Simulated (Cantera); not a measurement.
Cantera run:

```python
import numpy as np
import cantera as ct

gas_names = [...]  # 121 gases of nasa_gas.yaml made of Al, C, H, O
cond_names = """
    AL(cr) AL(L) AL2O3(a) AL2O3(L) C(gr) C6H6(L) C7H8(L) C8H18(L),n-octa H2O(s) H2O(L)
""".split()


# ... load() reads the species with a 1 bar reference pressure and builds the phases ...
atoms = {
    'Al(CH3)3': {'AL': 1, 'C': 3, 'H': 9},
    'O2': {'O': 2},
    'H2': {'H': 2},
}
top_T = {'C(gr)': 4500}  # K; cautious upper limits of use, not melting points


# ... equilibrate(T, P, feed) seeds the gas with the atoms and calls Mixture.equilibrate('TP', solver="vcs", rtol=1e-11, max_steps=5000) ...
results = []
feed = {'Al(CH3)3': 1, 'O2': 5.8, 'H2': 3.4}  # mol
T = 1600  # K
P = 27000  # Pa
mix = equilibrate(T, P, feed)
results.append((T, P, feed, dict(zip(mix.species_names, mix.species_moles))))
x = sorted(zip(gas.X, gas.species_names), reverse=True)
print(f"T = {T:g} K  P = {P:g} Pa  gas = {mix.phase_moles(0):.4g} mol")
print("   x: " + "  ".join(f"{s} {v:.3e}" for v, s in x if v > 0.0001))
print("   condensed (mol): " + ("  ".join(f"{mix.phase(i).name} {mix.phase_moles(i):.4g}"
      for i in range(1, mix.n_phases) if mix.phase_moles(i) > 1e-12) or "none"))
```

Output:

```
T = 1600 K  P = 27000 Pa  gas = 10.9 mol
   x: H2O 5.236e-01  H2 2.011e-01  CO 1.475e-01  CO2 1.278e-01
   condensed (mol): AL2O3(a) 0.5
```

Equilibrium computed with Cantera from the NASA thermochemical tables; the gas is ideal and each condensed phase is pure. The feed counts by its element totals alone. Gases not in the tables: Al(OH)3.
